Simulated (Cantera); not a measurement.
An adiabatic, constant-pressure homogeneous reactor starts with CH4 : O2 : N2 = 1 : 1.82 : 21.8 (molar parts), equivalence ratio 1.1, at 1700 K and 1.00 bar. Integrator tolerance rtol = 1e-08.

Detailed kinetics in Cantera: GRI-Mech 3.0 (53 species, 325 reactions).

What does this change do: initial temperature 1700 to 1550 K?


| quantity | before | after |
|---|---|---|
| time of steepest temperature rise | 0.503 ms | 1.98 ms |
| temperature at 1.00 s | 2387 K | 2276 K |
| equilibrium temperature | 2387 K | 2276 K |
| x(CH4) at 1.00 s | <1e-12 (gas-phase equilibrium <1e-12) | <1e-12 (gas-phase equilibrium <1e-12) |
| x(O2) at 1.00 s | 0.00147 (gas-phase equilibrium 0.00147) | 0.000614 (gas-phase equilibrium 0.000614) |
| x(CH2O) at 1.00 s | 3.47e-11 (gas-phase equilibrium 3.47e-11) | 2.53e-11 (gas-phase equilibrium 2.53e-11) |
| x(C2H6) at 1.00 s | <1e-12 (gas-phase equilibrium <1e-12) | <1e-12 (gas-phase equilibrium <1e-12) |
| x(CO) at 1.00 s | 0.0137 (gas-phase equilibrium 0.0137) | 0.0116 (gas-phase equilibrium 0.0116) |
| x(C2H) at 1.00 s | <1e-12 (gas-phase equilibrium <1e-12) | <1e-12 (gas-phase equilibrium <1e-12) |
